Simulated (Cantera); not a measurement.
# Equilibrium for halide evaporation, hydrolysis and transport: BaF2 + H2O + N2

Input: 1 mol BaF2, 0.9 mol H2O, 130 mol N2, held at 9.10 Pa.

These are equilibrium values from Cantera (NASA tables, ideal gas, pure condensed phases), not measurements of a reactor. Candidate condensed phases: Ba, BaF2, BaO, Ba(OH)2, H2O; 45 gas species. Mutual solubility and eutectic melting of coexisting phases are not modelled. Equilibrium is a limit: real reactors are often held back by kinetics, nucleation or transport.

From 950 °C to 1000 °C the condensed part is BaF2(s) + BaO(s). From 1050 °C to 1350 °C the condensed part is BaO(s). The main Ba-bearing gas is BaF2 throughout. The share of Ba in condensed phases is highest at 950 °C (94.1 %) and lowest at 1350 °C (4.6 %).

```tsv
T (°C)	log p N2	log p BaF2	log p H2O	log p HF	log p BaF	log p H2	n BaF2(s)	n BaO(s)
950	-4.04	-7.39	-6.22	-7.31	-10.97	-9.15	0.906	0.0348
1000	-4.05	-6.76	-6.24	-7.04	-10.15	-8.88	0.685	0.0662
1050	-4.05	-6.21	-6.27	-6.80	-9.40	-8.65	0	0.115
1100	-4.05	-6.21	-6.27	-6.82	-8.97	-8.42	0	0.109
1150	-4.05	-6.21	-6.27	-6.84	-8.57	-8.21	0	0.104
1200	-4.05	-6.21	-6.27	-6.85	-8.21	-8.01	0	0.0967
1250	-4.05	-6.21	-6.27	-6.87	-7.87	-7.84	0	0.0870
1300	-4.05	-6.21	-6.28	-6.89	-7.55	-7.68	0	0.0716
1350	-4.05	-6.22	-6.29	-6.91	-7.26	-7.54	0	0.0460
```
log p: log10 of the partial pressure in bar; n: condensed amount in mol.
